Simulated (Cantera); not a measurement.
An adiabatic, constant-pressure homogeneous reactor starts with CH4 : O2 : N2 : H2O = 1 : 1.11 : 4.18 : 0.93 (molar parts), equivalence ratio 1.8, at 1525 K and 550000 Pa. Integrator tolerance rtol = 1e-08.

Detailed kinetics in Cantera: GRI-Mech 3.0 (53 species, 325 reactions).

Question: What does this change do: CH4 1 to 0.43 parts?

Answer: 
```
quantity                                                              before                                    after
---------------------------------  -----------------------------------------  ---------------------------------------
time of steepest temperature rise                                   0.441 ms                                 0.289 ms
temperature at 8.00 s                                                 2522 K                                   2592 K
equilibrium temperature                                               2522 K                                   2592 K
x(CH4) at 8.00 s                   6.67e-11 (gas-phase equilibrium 7.57e-11)    <1e-12 (gas-phase equilibrium <1e-12)
x(O2) at 8.00 s                      2.87e-5 (gas-phase equilibrium 2.87e-5)    0.0350 (gas-phase equilibrium 0.0350)
x(H2O) at 8.00 s                         0.234 (gas-phase equilibrium 0.234)      0.254 (gas-phase equilibrium 0.254)
x(CO) at 8.00 s                        0.0944 (gas-phase equilibrium 0.0944)  0.00763 (gas-phase equilibrium 0.00763)
x(C2H2) at 8.00 s                      <1e-12 (gas-phase equilibrium <1e-12)    <1e-12 (gas-phase equilibrium <1e-12)
```
